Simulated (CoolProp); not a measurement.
Vapour-liquid equilibrium of ethanol (1) + n-heptane (2) at 475.8 K; x and y are mole fractions of (1).

Values from CoolProp's multi-fluid Helmholtz-energy mixture model, Schroeder 2014 and Span 2003; pair parameters Bell 2016.

```json
[
 {"x": "0.05", "bubble pressure, mixture model (MPa)": "1.323", "bubble pressure, Raoult's law (MPa)": "1.131", "y, mixture model": "0.200", "y, Raoult's law": "0.139"},
 {"x": "0.2", "bubble pressure, mixture model (MPa)": "1.942", "bubble pressure, Raoult's law (MPa)": "1.448", "y, mixture model": "0.450", "y, Raoult's law": "0.433"},
 {"x": "0.35", "bubble pressure, mixture model (MPa)": "2.322", "bubble pressure, Raoult's law (MPa)": "1.765", "y, mixture model": "0.559", "y, Raoult's law": "0.622"},
 {"x": "0.5", "bubble pressure, mixture model (MPa)": "2.601", "bubble pressure, Raoult's law (MPa)": "2.081", "y, mixture model": "0.644", "y, Raoult's law": "0.754"},
 {"x": "0.65", "bubble pressure, mixture model (MPa)": "2.825", "bubble pressure, Raoult's law (MPa)": "2.398", "y, mixture model": "0.733", "y, Raoult's law": "0.850"},
 {"x": "0.8", "bubble pressure, mixture model (MPa)": "2.997", "bubble pressure, Raoult's law (MPa)": "2.715", "y, mixture model": "0.835", "y, Raoult's law": "0.924"},
 {"x": "0.95", "bubble pressure, mixture model (MPa)": "3.111", "bubble pressure, Raoult's law (MPa)": "3.031", "y, mixture model": "0.956", "y, Raoult's law": "0.983"}
]
```

The largest gap from Raoult's law is +34.1 % in bubble pressure, at x = 0.2. No azeotrope shows between x = 0.05 and 0.95.

The pair parameters rest on a limited set of measurements; away from them the model extrapolates.
